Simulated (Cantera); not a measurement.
## Thermodynamics of oxide etching and cleaning by halides, feed MgO + F2 + O2

A closed system holds: 1 mol MgO, 8.1 mol F2, 0.56 mol O2, held at 677 °C.

Method: chemical equilibrium by Gibbs-energy minimisation in Cantera with the NASA 1993 tables (ideal gas, pure condensed phases). Candidate condensed phases: Mg, MgF2, MgO; 14 gas species. Kinetics and transport are ignored.

```tsv
P (Pa)	x F	x F2	x O2	x FO2	x F2O	x FO	x MgF2	n MgF2(s)
1	0.928	0.00254	0.0696	7.92e-9	8.90e-11	6.66e-8	1.29e-7	1.000
10	0.905	0.0241	0.0711	7.89e-8	2.71e-9	2.08e-7	1.29e-8	1.00
100	0.752	0.167	0.0810	7.47e-7	6.31e-8	5.83e-7	1.29e-9	1.00
1000	0.407	0.489	0.103	5.17e-6	6.62e-7	1.13e-6	1.29e-10	1.00
10000	0.157	0.724	0.120	2.30e-5	3.33e-6	1.48e-6	1.29e-11	1.00
100000	0.0528	0.821	0.126	8.18e-5	1.23e-5	1.61e-6	1.29e-12	1.00
```
x: gas mole fraction; n: condensed amount in mol.

From 1.00 Pa to 100000 Pa the condensed part is MgF2(s).
